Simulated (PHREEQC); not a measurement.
A solution holds 41 mmol/kgw HF, 6.9 mmol/kgw NaF, 0.2 mmol/kgw H4SiO4 and 0.071 mmol/kgw H3PO4, at 30 °C and 300 atm. Closed to the air; pH follows from the charge balance.

Model: ion-association model, phreeqc.dat, run in PHREEQC.

This is a speciation only: nothing precipitates in the calculation.

Predict the pH, ionic strength.

pH 2.49; ionic strength 0.0106 mol/kgw.

In which forms is P present?

H2PO4- 72 %, H3PO4 28 % of the P.

Species that the database lacks are ignored. Under pressure, the constants of complexes without a molar volume in the database are unreliable. SiF6-2 is the database's only silicon fluoride.
